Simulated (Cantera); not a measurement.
A perfectly stirred reactor is fed with CH₄ : O₂ : N₂ = 1 : 3.12 : 11.8 (molar parts), equivalence ratio 0.64, at 2.66 atm; it is adiabatic with a 325 K inlet, and is followed from long to short residence time, starting on the burning branch (τ in s: 0.14, 0.042, 0.012, 0.0037, 0.0011, 0.00033, 9.7e-05, 2.9e-05, 8.5e-06).

Cantera simulation using GRI-Mech 3.0 (53 species, 325 reactions); the numbers are that mechanism's predictions, not measurements.

Question: Predict: blow-out, bracketed by the residence times tried; x(CH₄) at τ = 0.140 s; x(O₂) at τ = 0.140 s; x(HCO) at τ = 0.140 s; x(HCN) at τ = 0.140 s; x(N₂O) at τ = 0.140 s; x(CH₄) at τ = 1.10 ms; x(O₂) at τ = 1.10 ms; x(HCO) at τ = 1.10 ms; x(HCN) at τ = 1.10 ms; x(N₂O) at τ = 1.10 ms.

Answer: 
| Property | Value |
|---|---|
| blow-out, bracketed by the residence times tried | burning at 0.330 ms, out at 97.0 µs |
| x(CH₄) at τ = 0.140 s | 7.53e-6 |
| x(O₂) at τ = 0.140 s | 0.0703 |
| x(HCO) at τ = 0.140 s | 4.56e-9 |
| x(HCN) at τ = 0.140 s | 4.39e-9 |
| x(N₂O) at τ = 0.140 s | 4.40e-7 |
| x(CH₄) at τ = 1.10 ms | 0.000202 |
| x(O₂) at τ = 1.10 ms | 0.0722 |
| x(HCO) at τ = 1.10 ms | 6.63e-7 |
| x(HCN) at τ = 1.10 ms | 3.77e-8 |
| x(N₂O) at τ = 1.10 ms | 1.19e-6 |
